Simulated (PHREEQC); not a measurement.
Solution A (0.13 mol/kgw KOH, 0.00018 mol/kgw Na2SiO3 and 0.0011 mol/kgw K2CO3) is mixed with solution B (35 mmol/kgw CuSO4 and 110 mmol/kgw Na2SO4) at 25 °C; shares are by mass of water, 1 kg in all. Oxygen is held at 0.21 atm. CO2 from the air is kept out. Only these solids could form: Cu(OH)2, Malachite, Brochantite, Antlerite, Chalcedony, Mirabilite, Chalcanthite, Nahcolite, Natron.

The series has 21 steps of share of solution B, from 0 to 1.

The numbers come from PHREEQC with the ion-association model, wateq4f.dat.

Which solids form, in which order, and at which step of the series does each first stand?

Cu(OH)2 from share of solution B = 0.05 (pH 12.95), last present at share of solution B = 0.7; Brochantite from share of solution B = 0.7 (pH 8.77), last present at share of solution B = 0.7; Antlerite from share of solution B = 0.75 (pH 5.28).

Between which two steps does the pH jump most, and from what to what?

Between share of solution B = 0.7 and 0.75: from 8.77 to 5.28.

The database's constant for dissolved Cu(OH)2 is higher than later reviews accept.
